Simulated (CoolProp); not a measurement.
Properties of normal hydrogen along the isobar 0.58 MPa (Tc = 33.1 K, pc = 1.296 MPa, ω = -0.219).

Values from CoolProp's reference Helmholtz-energy equation of state, Leachman 2009.

```
T (K)  phase       Z  cp (kJ/(kg K))  expansivity (1/kK)  viscosity (µPa s)  Prandtl number
-----  -----  ------  --------------  ------------------  -----------------  --------------
28.7     gas  0.7286           18.91               86.15               1.54           0.949
48.5     gas  0.9487           11.38               24.11               2.41           0.690
68.2     gas  0.9842           10.92               15.60               3.13           0.670
88       gas  0.9957           11.12               11.71               3.78           0.672
107.7    gas   1.000           11.58               9.435               4.37           0.678
127.5    gas   1.002           12.11               7.912               4.93           0.683
147.3    gas   1.003           12.60               6.821               5.46           0.685
167      gas   1.004           13.03               6.001               5.96           0.686
186.8    gas   1.004           13.38               5.357               6.44           0.685
206.6    gas   1.004           13.66               4.839               6.91           0.685
226.3    gas   1.004           13.88               4.415               7.36           0.685
246.1    gas   1.004           14.05               4.058               7.80           0.684
265.9    gas   1.004           14.17               3.754               8.23           0.684
285.6    gas   1.003           14.27               3.495               8.64           0.684
305.4    gas   1.003           14.34               3.268               9.05           0.684
```

Viscosity comes from a separate model (Muzny 2013). Thermal conductivity comes from a separate model (Assael 2011).
